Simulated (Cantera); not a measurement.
A closed system holds: 1 mol Si, 0.64 mol NF3, equilibrated at 698 K and 1.00 bar.

These are equilibrium values from Cantera (NASA tables, ideal gas, pure condensed phases), not measurements of a reactor. Candidate condensed phases: Si, Si3N4; 16 gas species. Kinetics and transport are ignored.

Problem. What is the equilibrium state?

Solution. 
```
Property          Value
-----------  ----------
x(SiF4)           1.000
n(Si(s))     0.0400 mol
n(Si3N4(s))   0.160 mol
gas amount   0.4800 mol
```
